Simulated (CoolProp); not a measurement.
Vapour-liquid equilibrium of ethanol (1) + o-xylene (2) at 398.8 K; x and y are mole fractions of (1).

The numbers come from the multi-fluid Helmholtz-energy mixture model, Schroeder 2014 and Zhou 2012; pair parameters Bell 2016 in CoolProp.

```csv
x,"bubble pressure, mixture model (kPa)","bubble pressure, Raoult's law (kPa)","y, mixture model","y, Raoult's law"
0.05,140.6,82.34,0.579,0.307
0.15,248.0,126.9,0.771,0.598
0.25,309.7,171.5,0.824,0.737
0.35,346.8,216.0,0.850,0.819
0.45,372.0,260.6,0.866,0.873
0.55,392.8,305.1,0.881,0.911
0.65,413.5,349.7,0.896,0.940
0.75,436.3,394.3,0.916,0.962
0.85,462.1,438.8,0.943,0.979
0.95,490.6,483.4,0.978,0.994
```

The largest gap from Raoult's law is +95.4 % in bubble pressure, at x = 0.15. No azeotrope shows between x = 0.05 and 0.95.

Pair parameters are fitted to limited data, so mixtures are less certain than the pure fluids. With so large a gap from Raoult's law the liquid may split in two, which this calculation doesn't test in full.
